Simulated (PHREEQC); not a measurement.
**Hard or scaling water (model solution)**

Solution (90 °C): 0.026 mol/kgw MgCl2. Closed to the air; pH follows from the charge balance.

All values are PHREEQC results (ion-association model, wateq4f.dat), not measurements.

| Quantity | Value |
|---|---|
| ionic strength | 0.0780 mol/kgw |

```csv
species,molality,activity,log γ
Cl-,0.0520,0.0393,-0.121
Mg+2,0.0260,0.0100,-0.414
H+,2.75e-6,2.25e-6,-0.088
MgOH+,2.53e-6,2.01e-6,-0.101
OH-,2.19e-7,1.65e-7,-0.123
```

Precipitation was switched off in this run. At this temperature some constants are extrapolated from 25 °C, and those without enthalpy data are left unchanged.
